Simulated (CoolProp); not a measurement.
Vapour-liquid equilibrium of p-xylene (1) + n-nonane (2) at 108.95 °C; x and y are mole fractions of (1).

The numbers come from the multi-fluid Helmholtz-energy mixture model, Zhou 2012 and Lemmon 2006; pair parameters Bell 2016 in CoolProp.

| x | bubble pressure (MPa) | y at the bubble point | dew pressure at overall composition x (MPa) | liquid density (mol/L) |
|---|---|---|---|---|
| 0.05 | 0.02971 | … | 0.02940 | … |
| 0.15 | … | 0.214 | 0.03057 | 5.294 |
| 0.25 | 0.03287 | 0.335 | 0.03179 | 5.481 |
| 0.35 | 0.03432 | 0.445 | 0.03306 | 5.680 |
| 0.45 | 0.03570 | 0.545 | … | 5.892 |
| 0.55 | … | 0.639 | 0.03577 | 6.118 |
| 0.65 | 0.03838 | 0.727 | 0.03722 | 6.361 |
| 0.75 | 0.03970 | 0.811 | 0.03873 | … |
| 0.85 | 0.04102 | 0.890 | 0.04035 | 6.900 |
| 0.95 | … | 0.964 | 0.04208 | 7.201 |

Complete the blanks.


- 0.05, y at the bubble point: 0.077
- 0.05, liquid density (mol/L): 5.119
- 0.15, bubble pressure (MPa): 0.03135
- 0.45, dew pressure at overall composition x (MPa): 0.03439
- 0.55, bubble pressure (MPa): 0.03705
- 0.75, liquid density (mol/L): 6.621
- 0.95, bubble pressure (MPa): 0.04235

No azeotrope shows between x = 0.05 and 0.95.

Pair parameters are fitted to limited data, so mixtures are less certain than the pure fluids.
